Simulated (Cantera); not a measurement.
Cantera with NASA thermochemical tables; ideal gases at 1 bar, condensed phases pure. Values are per mole of reaction as written; species without (g) are pure solids or liquids, kept so even where they would boil at 1 bar.

2 H2(g) + FeS2 = 2 H2S(g) + Fe

| T (K) | ΔH° (kJ) | ΔS° (J/K) | ΔG° (kJ) | log10 K |
|---|---|---|---|---|
| 423 | 127.1 | 114.9 | 78.5 | -9.69 |
| 473 | 125.7 | 111.8 | 72.8 | -8.04 |
| 523 | [?] | [?] | [?] | [?] |
| 573 | 123.1 | 106.9 | 61.9 | -5.64 |
| 623 | 122.0 | 104.9 | 56.6 | -4.75 |
| 673 | 120.9 | 103.3 | 51.4 | -3.99 |
| 723 | [?] | [?] | [?] | [?] |

### Question
Complete the blanks.

### Answer

- 523, ΔH° (kJ): 124.4
- 523, ΔS° (J/K): 109.1
- 523, ΔG° (kJ): 67.3
- 523, log10 K: -6.72
- 723, ΔH° (kJ): 119.9
- 723, ΔS° (J/K): 101.9
- 723, ΔG° (kJ): 46.3
- 723, log10 K: -3.34
